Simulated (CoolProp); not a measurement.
R1233zd(E) along the isobar 15.8 MPa: fugacity coefficient from the reference equation and from simpler models built on Tc = 438.9 K, pc = 3.583 MPa, ω = 0.304; each cubic takes its own stable root.

Values from CoolProp's reference Helmholtz-energy equation of state, Akasaka 2022.

```json
[
 {"T (K)": "209.8", "phase": "liquid", "reference": "0.0001510", "van der Waals": "0.01727", "Redlich-Kwong": "0.0006755", "Soave-Redlich-Kwong": "0.0001611", "Peng-Robinson": "0.0001616"},
 {"T (K)": "220.3", "phase": "liquid", "reference": "0.0003320", "van der Waals": "0.02274", "Redlich-Kwong": "0.001312", "Soave-Redlich-Kwong": "0.0003524", "Peng-Robinson": "0.0003473"},
 {"T (K)": "230.8", "phase": "liquid", "reference": "0.0006699", "van der Waals": "0.02918", "Redlich-Kwong": "0.002358", "Soave-Redlich-Kwong": "0.0007089", "Peng-Robinson": "0.0006884"},
 {"T (K)": "241.2", "phase": "liquid", "reference": "0.001248", "van der Waals": "0.03655", "Redlich-Kwong": "0.003948", "Soave-Redlich-Kwong": "0.001320", "Peng-Robinson": "0.001266"},
 {"T (K)": "251.7", "phase": "liquid", "reference": "0.002195", "van der Waals": "0.04498", "Redlich-Kwong": "0.006280", "Soave-Redlich-Kwong": "0.002323", "Peng-Robinson": "0.002205"},
 {"T (K)": "262.2", "phase": "liquid", "reference": "0.003652", "van der Waals": "0.05442", "Redlich-Kwong": "0.009516", "Soave-Redlich-Kwong": "0.003872", "Peng-Robinson": "0.003643"},
 {"T (K)": "272.6", "phase": "liquid", "reference": "0.005763", "van der Waals": "0.06474", "Redlich-Kwong": "0.01378", "Soave-Redlich-Kwong": "0.006125", "Peng-Robinson": "0.005723"},
 {"T (K)": "283.1", "phase": "liquid", "reference": "0.008755", "van der Waals": "0.07610", "Redlich-Kwong": "0.01931", "Soave-Redlich-Kwong": "0.009332", "Peng-Robinson": "0.008667"},
 {"T (K)": "293.6", "phase": "liquid", "reference": "0.01281", "van der Waals": "0.08838", "Redlich-Kwong": "0.02620", "Soave-Redlich-Kwong": "0.01369", "Peng-Robinson": "0.01266"},
 {"T (K)": "304", "phase": "liquid", "reference": "0.01806", "van der Waals": "0.1014", "Redlich-Kwong": "0.03449", "Soave-Redlich-Kwong": "0.01937", "Peng-Robinson": "0.01784"}
]
```
